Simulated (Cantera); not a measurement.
Feed: 1 mol SO2, 3.2 mol H2, 0.25 mol N2, held at 1873.15 K and 38.0 bar.

Equilibrium computed with Cantera from the NASA thermochemical tables; the gas is ideal and each condensed phase is pure. Candidate condensed phases: H2O, H2SO4, S; 35 gas species. The ideal-gas law is rough above about 30 bar. Rates play no part.

Base state: H2O 0.534, H2S 0.178, H2 0.165, N2 0.0687, S2 0.0415, SO2 0.00692, SH 0.00439, SO 0.000901 (mole fractions); condensed: gas only.

Question: What changes in the equilibrium state with this change: H2 from 3.2 to 1.2 mol?

Answer: 
```tsv
species	before	after
H2O	0.534	0.479
SO2	0.00692	0.220
N2	0.0687	0.117
H2	0.165	0.0316
H2S	0.178	0.0487
S2	0.0415	0.0860
S2O	0.000890	0.00866
NH3	1.69e-5	1.84e-6
SO	0.000901	0.00609
```
